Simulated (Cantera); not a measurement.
Input: 1 mol C2F6, 1.2 mol H2, at 1.00 bar.

These are equilibrium values from Cantera (NASA tables, ideal gas, pure condensed phases), not measurements of a reactor. Candidate condensed phases: C, C6H6, C7H8, C8H18; 95 gas species. The feed counts by its element totals alone. Gases not in the tables: C2F6 and larger saturated fluorocarbons. The numbers say what is thermodynamically allowed, not how fast it happens.

x: gas mole fraction; n: condensed amount in mol.

| T (K) | x HF | x CF4 | x CF2 | x F | n C(graphite) |
|---|---|---|---|---|---|
| 1650 | 0.727 | 0.273 | 0.000170 | 1.43e-5 | 1.10 |
| 1725 | 0.727 | 0.272 | 0.000411 | 3.91e-5 | 1.10 |
| 1800 | 0.727 | 0.272 | 0.000918 | 9.81e-5 | 1.10 |
| 1875 | 0.726 | 0.271 | 0.00192 | 0.000229 | 1.10 |
| 1950 | 0.725 | 0.269 | 0.00378 | 0.000499 | 1.09 |
| 2025 | 0.724 | 0.267 | 0.00706 | 0.00103 | 1.09 |
| 2100 | 0.721 | 0.262 | ___ | ___ | 1.08 |
| 2175 | 0.717 | 0.255 | ___ | ___ | 1.06 |
| 2250 | 0.710 | 0.244 | 0.0344 | 0.00661 | 1.04 |

Q: What belongs in the gaps?

A: 
- 2100, x CF2: 0.0125
- 2100, x F: 0.00200
- 2175, x CF2: 0.0213
- 2175, x F: 0.00372
